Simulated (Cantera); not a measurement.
Cantera run:

```python
import numpy as np
import cantera as ct

gas_names = """
    CL CL2 H HCL H2 Si SiCL SiCL2 SiCL3 SiCL4 SiH SiHCL3 SiH2 SiH2CL2 SiH3 SiH3CL SiH4 Si2 Si3
""".split()
cond_names = """
    Si(cr) Si(L)
""".split()


# ... load() reads the species with a 1 bar reference pressure and builds the phases ...
atoms = {
    'Si': {'Si': 1},
    'Cl2': {'CL': 2},
    'H2': {'H': 2},
}
top_T = {}  # K; cautious upper limits of use, not melting points


# ... equilibrate(T, P, feed) seeds the gas with the atoms and calls Mixture.equilibrate('TP', solver="gibbs", rtol=1e-10, max_steps=50000) ...
results = []
feed = {'Si': 1, 'Cl2': 1.4, 'H2': 6.4}  # mol
P = 1400000  # Pa
for T in [1023, 1098, 1173, 1248, 1323, 1398, 1473, 1548]:
    mix = equilibrate(T, P, feed)
    results.append((T, P, feed, dict(zip(mix.species_names, mix.species_moles))))

top = {s: max(r[3][s] / sum(r[3][g] for g in gas_names) for r in results) for s in gas_names}
cols = sorted((s for s in top if top[s] > 1e-05), key=lambda s: -top[s])[:5]
seen = [c for c in cond_names if any(r[3].get(c, 0) > 1e-12 for r in results)]
print("log10 of partial pressures in bar; condensed amounts in mol")
print(f"{'T/K':>10s}" + "".join(f"{s[:9]:>10s}" for s in cols + seen))
for T, P, feed, n in results:
    ng = sum(n[g] for g in gas_names)
    print(f"{T:10.4g}" + "".join(f"{np.log10(max(n[s] / ng * P / 1e5, 1e-99)):10.3f}" for s in cols)
          + "".join(f"{n.get(c, 0):10.4g}" for c in seen))
```

Output:

```
log10 of partial pressures in bar; condensed amounts in mol
       T/K        H2       HCL    SiHCL3     SiCL4     SiCL2    Si(cr)
      1023     1.088    -1.082    -0.069    -0.167    -3.003    0.1721
      1098     1.087    -0.839    -0.083    -0.171    -2.457    0.1805
      1173     1.085    -0.629    -0.100    -0.182    -1.986    0.1916
      1248     1.081    -0.449    -0.124    -0.201    -1.579     0.205
      1323     1.077    -0.293    -0.157    -0.232    -1.227     0.219
      1398     1.072    -0.161    -0.202    -0.281    -0.924    0.2312
      1473     1.065    -0.050    -0.264    -0.352    -0.668    0.2387
      1548     1.058     0.041    -0.347    -0.452    -0.455    0.2392
```

Equilibrium computed with Cantera from the NASA thermochemical tables; the gas is ideal and each condensed phase is pure. The tables' values for SiCl3 are old estimates; treat these amounts as uncertain. Gases not in the tables: Si2H6 and higher silanes.
